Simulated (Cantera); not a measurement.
Charge: 1 mol CH3SiH3, 0.14 mol C2H2, 980 mol H2, 0.21 mol C3H8, at 13000 Pa.

Cantera equilibrium calculation (NASA polynomials, part measured and part estimated; ideal gas, pure solids and liquids). Candidate condensed phases: C, C6H6, C7H8, C8H18, Si, SiC; 87 gas species. The feed counts by its element totals alone. Rates play no part.

log p: log10 of the partial pressure in bar; n: condensed amount in mol.

```
T (°C)  log p H2  log p CH4  log p H  log p C2H2 (acetylene)  n SiC(s)  n C(graphite)
------  --------  ---------  -------  ----------------------  --------  -------------
1025       -0.89      -3.92        …                   -7.24     1.000              0
1075       -0.89      -4.01        …                   -6.81     1.000          0.162
1125       -0.89      -4.13        …                   -6.50     1.000          0.347
1175       -0.89      -4.25        …                   -6.21     1.000          0.474
1225       -0.89      -4.36        …                   -5.94     1.000          0.560
1275       -0.89      -4.46        …                   -5.69     1.000          0.616
1325       -0.89      -4.56        …                   -5.46     1.000          0.645
1375       -0.89      -4.65        …                   -5.24     1.000          0.649
1425       -0.89      -4.73        …                   -5.03     1.000          0.626
```

Task: Complete the blanks.

Result: 
- 1025, log p H: -6.41
- 1075, log p H: -6.08
- 1125, log p H: -5.77
- 1175, log p H: -5.48
- 1225, log p H: -5.21
- 1275, log p H: -4.95
- 1325, log p H: -4.72
- 1375, log p H: -4.49
- 1425, log p H: -4.28
